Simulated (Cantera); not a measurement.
Cantera run, input and output.

```python
import numpy as np
import cantera as ct

gas = ct.Solution("gri30.yaml")
gas.TPX = 350, 500000, {'CH4': 1, 'O2': 1.25, 'N2': 4.7}
inlet = ct.Reservoir(gas, clone=True)
gas.equilibrate("HP")  # start burning
reactor = ct.IdealGasConstPressureReactor(gas, energy="on", clone=False)
exhaust = ct.Reservoir(gas, clone=True)
tau = [0.27, 0.085, 0.028, 0.0089, 0.0029, 0.00092, 0.0003, 9.6e-05, 3.1e-05, 9.9e-06][0]
for a, b in ((inlet, reactor), (reactor, exhaust)):
    ct.MassFlowController(a, b, mdot=lambda t: reactor.mass / tau)
net = ct.ReactorNet([reactor])
show = ['CH4', 'O2', 'HO2', 'H', 'CH2', 'C2H', 'O']

rows = []
print(f"{'tau/s':>10s}{'T/K':>9s}" + "".join(f"{s:>11s}" for s in show))
for tau in [0.27, 0.085, 0.028, 0.0089, 0.0029, 0.00092, 0.0003, 9.6e-05, 3.1e-05, 9.9e-06]:
    net.initial_time = 0.0
    net.advance(30 * tau)
    before = gas.X
    net.advance(40 * tau)
    drift = np.max(np.abs(gas.X - before) / (gas.X + 1e-9))
    rows.append([gas.T, *gas[show].X, drift])
    print(f"{tau:10.3e}{gas.T:9.1f}" + "".join(f"{x:11.3e}" for x in gas[show].X))
```

It prints:

```
     tau/s      T/K        CH4         O2        HO2          H        CH2        C2H          O
 2.700e-01   1884.6  2.814e-03  8.860e-05  2.743e-08  1.048e-04  9.137e-08  1.561e-08  3.872e-08
 8.500e-02   1894.6  4.576e-03  2.502e-04  7.843e-08  1.154e-04  2.274e-07  4.313e-08  9.451e-08
 2.800e-02   1903.1  6.591e-03  6.568e-04  2.127e-07  1.293e-04  5.330e-07  9.047e-08  2.392e-07
 8.900e-03   1904.7  8.952e-03  1.723e-03  6.065e-07  1.482e-04  1.216e-06  1.571e-07  6.518e-07
 2.900e-03   1887.8  1.177e-02  4.382e-03  1.837e-06  1.678e-04  2.405e-06  2.116e-07  1.786e-06
 9.200e-04   1805.0  1.757e-02  1.368e-02  8.253e-06  1.549e-04  3.064e-06  1.502e-07  5.078e-06
 3.000e-04    350.0  1.439e-01  1.799e-01 -8.706e-20 -1.965e-35 -3.017e-35 -7.731e-52  2.447e-28
 9.600e-05    350.0  1.439e-01  1.799e-01 -1.685e-22  7.215e-37  1.134e-36 -4.422e-57  4.157e-31
 3.100e-05    350.0  1.439e-01  1.799e-01 -1.064e-23 -5.187e-38 -8.135e-38 -2.037e-59  2.604e-32
 9.900e-06    350.0  1.439e-01  1.799e-01 -6.721e-25 -1.114e-38 -1.746e-38 -9.439e-63  1.622e-33
```

Computed with Cantera and GRI-Mech 3.0 (53 species, 325 reactions).
